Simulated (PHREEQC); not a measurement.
## Brine

Make-up at 17 °C: 4 mol MgCl2 and 0.47 mol MnCl2 per kg of water. Closed to the air; pH follows from the charge balance.

Equilibrium calculation in PHREEQC: Pitzer model, pitzer.dat.

Precipitation was switched off in this run.

Task: Estimate the pH, density, activity of water.

Result: pH 3.64; density 1.282 g/cm³; activity of water 0.514.

In brines, pH and single-ion activities rest on the MacInnes convention.
